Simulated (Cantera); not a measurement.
Cantera run, input and output.

```python
import numpy as np
import cantera as ct

gas = ct.Solution("gri30.yaml")
gas.TP = 300, 100000
flame = ct.CounterflowDiffusionFlame(gas, width=0.02)
flame.fuel_inlet.X, flame.fuel_inlet.T = {'CH4': 1}, 550
flame.oxidizer_inlet.X, flame.oxidizer_inlet.T = {'O2': 0.25, 'N2': 0.75}, 550
flame.set_refine_criteria(ratio=3, slope=0.12, curve=0.24, prune=0.03)
show = ['OH', 'H', 'NO', 'CO', 'C2H2']

rows = []
print(f"{'mdot':>8s}{'a_max':>10s}{'a_mean':>10s}{'Tmax/K':>9s}" + "".join(f"{s:>11s}" for s in show) + "   (peak mole fractions)")
for i, mdot in enumerate([0.25, 0.39, 0.61, 0.96, 1.5, 2.4, 3.7, 5.8]):  # kg/m2/s on the oxidiser side
    flame.oxidizer_inlet.mdot, flame.fuel_inlet.mdot = mdot, 0.78 * mdot
    flame.solve(loglevel=0, auto=(i == 0))
    if flame.T.max() < max(550, 550) + 100:
        print(f"{mdot:8.3g}  no burning solution found from the previous one")
        break
    dT = np.abs(np.gradient(flame.T, flame.grid))
    rows.append([flame.strain_rate("max"), flame.strain_rate("mean"), flame.T.max(),
                 *(flame.X[gas.species_index(s)].max() for s in show), max(dT[0], dT[-1]) / dT.max()])
    print(f"{mdot:8.3g}{rows[-1][0]:10.1f}{rows[-1][1]:10.1f}{rows[-1][2]:9.1f}" + "".join(f"{x:11.3e}" for x in rows[-1][3:-1]))
```

Result:

```
    mdot     a_max    a_mean   Tmax/K         OH          H         NO         CO       C2H2   (peak mole fractions)
    0.25     223.7      47.5   2302.5  1.306e-02  6.135e-03  4.843e-04  8.127e-02  2.065e-02
    0.39     330.4      74.1   2278.6  1.301e-02  6.503e-03  4.265e-04  7.885e-02  1.952e-02
    0.61     492.0     115.9   2258.9  1.289e-02  6.860e-03  3.766e-04  7.673e-02  1.845e-02
    0.96     742.0     182.4   2241.5  1.277e-02  7.237e-03  3.269e-04  7.501e-02  1.729e-02
     1.5    1113.1     285.0   2221.0  1.247e-02  7.531e-03  2.724e-04  7.355e-02  1.603e-02
     2.4    1711.3     456.0   2191.3  1.186e-02  7.655e-03  2.080e-04  7.216e-02  1.431e-02
     3.7    2553.1     702.9   2158.9  1.109e-02  7.602e-03  1.486e-04  7.142e-02  1.240e-02
     5.8    3870.5    1101.9   2110.4  9.817e-03  7.130e-03  8.768e-05  7.104e-02  9.664e-03
```

Detailed kinetics in Cantera: GRI-Mech 3.0 (53 species, 325 reactions). GRI-Mech 3.0 has no aromatics or soot, which form on the fuel side of real flames. The maximum strain rate includes the flame's own expansion and is several times the mean.
